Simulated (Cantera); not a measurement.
An isothermal, constant-pressure homogeneous reactor starts with 5.56 % C2H6, 94.4 % N2, at 1225 K and 72.8 Torr.

Computed with Cantera and GRI-Mech 3.0 (53 species, 325 reactions). GRI-Mech 3.0 stops at C3 and has no aromatics, soot or wall deposition, so with more carbon than oxygen in the feed, carbon stays in small species such as C2H2 where larger ones or solid carbon would form.

x: mole fraction; the columns are a selection and need not sum to one.

| t (s) | x C2H6 | x CH3 | x H2 | x HCN | x C2H2 | x C2H4 | x C2H |
|---|---|---|---|---|---|---|---|
| 0.000300 | 0.0555 | 2.05e-5 | 5.38e-6 | <1e-12 | 4.80e-11 | 5.64e-6 | <1e-12 |
| 0.000862 | 0.0554 | 4.52e-5 | 0.000105 | 3.69e-12 | 1.63e-8 | 0.000107 | <1e-12 |
| 0.00248 | 0.0542 | … | … | 1.17e-10 | … | … | 1.50e-12 |
| 0.00711 | 0.0495 | 0.000111 | 0.00497 | 3.68e-10 | 4.66e-5 | 0.00517 | 1.03e-11 |
| 0.0204 | 0.0370 | 9.69e-5 | 0.0155 | 5.97e-10 | 0.000491 | 0.0156 | 4.06e-11 |
| 0.0587 | 0.0139 | 5.92e-5 | 0.0364 | 8.04e-10 | 0.00345 | 0.0326 | 1.57e-10 |
| 0.169 | 0.00114 | 1.46e-5 | 0.0542 | 8.97e-10 | 0.0121 | 0.0346 | 2.25e-10 |
| 0.485 | 8.65e-5 | 3.90e-6 | 0.0621 | 8.98e-10 | 0.0194 | 0.0277 | 1.03e-10 |
| 1.39 | … | … | … | 8.93e-10 | … | … | 5.93e-11 |
| 4.00 | 9.88e-6 | 1.38e-6 | 0.0751 | 8.87e-10 | 0.0331 | 0.0135 | 6.09e-11 |

**Question.** Some entries are withheld; supply them.

**Answer.** 
- 0.00248, x CH3: 9.21e-5
- 0.00248, x H2: 0.00106
- 0.00248, x C2H2: 1.91e-6
- 0.00248, x C2H4: 0.00111
- 1.39, x C2H6: 1.72e-5
- 1.39, x CH3: 1.73e-6
- 1.39, x H2: 0.0678
- 1.39, x C2H2: 0.0254
- 1.39, x C2H4: 0.0215
